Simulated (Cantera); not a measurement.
Feed: 1 mol PbO, 0.75 mol C, 14 mol N2, held at 1330 Pa.

Method: chemical equilibrium by Gibbs-energy minimisation in Cantera with the NASA 1993 tables (ideal gas, pure condensed phases). Candidate condensed phases: C, Pb, PbO, PbO2, Pb3O4; 27 gas species. Kinetics and transport are ignored.

Problem. Which condensed phases are stable at each of these points (T (K)): 923, 1023, 1123, 1223, 1323, 1423, 1523, 1623, 1723, 1823, 1923, 2023, 2123, 2223?

Solution. 
```json
[
 {"T (K)": "923", "condensed phases": "Pb(l)", "Pb condensed (%)": "99.7"},
 {"T (K)": "1023", "condensed phases": "Pb(l)", "Pb condensed (%)": "97.0"},
 {"T (K)": "1123", "condensed phases": "Pb(l)", "Pb condensed (%)": "79.5"},
 {"T (K)": "1223", "condensed phases": "gas only", "Pb condensed (%)": "0.0"},
 {"T (K)": "1323", "condensed phases": "gas only", "Pb condensed (%)": "0.0"},
 {"T (K)": "1423", "condensed phases": "gas only", "Pb condensed (%)": "0.0"},
 {"T (K)": "1523", "condensed phases": "gas only", "Pb condensed (%)": "0.0"},
 {"T (K)": "1623", "condensed phases": "gas only", "Pb condensed (%)": "0.0"},
 {"T (K)": "1723", "condensed phases": "gas only", "Pb condensed (%)": "0.0"},
 {"T (K)": "1823", "condensed phases": "gas only", "Pb condensed (%)": "0.0"},
 {"T (K)": "1923", "condensed phases": "gas only", "Pb condensed (%)": "0.0"},
 {"T (K)": "2023", "condensed phases": "gas only", "Pb condensed (%)": "0.0"},
 {"T (K)": "2123", "condensed phases": "gas only", "Pb condensed (%)": "0.0"},
 {"T (K)": "2223", "condensed phases": "gas only", "Pb condensed (%)": "0.0"}
]
```

From 923 K to 1123 K the condensed part is Pb(l). From 1223 K to 2223 K nothing is condensed.
